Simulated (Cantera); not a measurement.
Feed: 1 mol Pb, 3.4 mol CO, 52 mol H₂, at 802 °C and 0.100 bar.

Cantera equilibrium calculation (NASA polynomials, part measured and part estimated; ideal gas, pure solids and liquids). Candidate condensed phases: C, C₆H₆, C₇H₈, C₈H₁₈, H₂O, Pb, PbO, PbO₂, Pb₃O₄; 113 gas species. Rates play no part.

Base state: H₂ 0.936, CO 0.0597, CH₄ 0.00173, H₂O 0.00162, Pb 0.000759, CO₂ 0.000111 (mole fractions); condensed: Pb(l).

Question: What changes in the equilibrium state with this change: temperature from 802 °C to 875 °C?

Answer: 
```
species       before     after
----------  --------  --------
H₂             0.936     0.935
CO            0.0597    0.0605
Pb          0.000759   0.00280
CH₄          0.00173  0.000772
CO₂         0.000111   4.01e-5
H₂O          0.00162  0.000732
Pb(l), mol     0.958     0.845
```
